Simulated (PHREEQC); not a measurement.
Model water analysis in mg/kgw, 20 °C, pH 3.25, pe 12.6:

```
constituent              mg/kgw
-----------------------  ------
Na                          609
K                           205
Ca                          174
Mg                          371
Cl                          131
S(6) as SO4                4500
Mn(2)                      1.93
Fe(3)                      1750
O(0) (dissolved oxygen)    8.32
Sr                         3.33
Pb                         8.67
```

Cl is adjusted to close the charge balance.
Valence states are taken as typed.

The numbers come from PHREEQC with the ion-association model, wateq4f.dat.

No solid was allowed to form.

Problem. Order these Fe species by the share of Fe that they hold, largest first: Fe2(OH)2+4, FeOH+2, FeSO4+, Fe3(OH)4+5, Fe(SO4)2-.

Solution. Fe3(OH)4+5 (37 %), FeSO4+ (30 %), Fe2(OH)2+4 (14 %), FeOH+2 (8.5 %), Fe(SO4)2- (4.9 %)

The pH is 3.25 and the ionic strength 0.200 mol/kgw. Saturation is exceeded, for instance for Jarosite-K, Jarosite-Na; the values hold only as long as no solid forms.
